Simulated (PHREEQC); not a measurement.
Spent oxide etchant (model solution)

Dissolve 27 mmol/kgw HF, 0.46 mmol/kgw (NH4)2SiF6 and 0.84 mmol/kgw HCl at 3.1 °C. Closed to the air; pH follows from the charge balance.

The numbers come from PHREEQC with the ion-association model, phreeqc.dat.

This is a speciation only: nothing precipitates in the calculation.

Problem. Estimate the pH, ionic strength.

Solution. pH 2.28; ionic strength 0.00699 mol/kgw.

Problem. In which forms is F present?

Solution. HF 74 %, F- 15 %, SiF6-2 9.3 %, HF2- 2.0 % of the F.

Constants without temperature data keep their 25 °C values here. SiF6-2 is the database's only silicon fluoride.
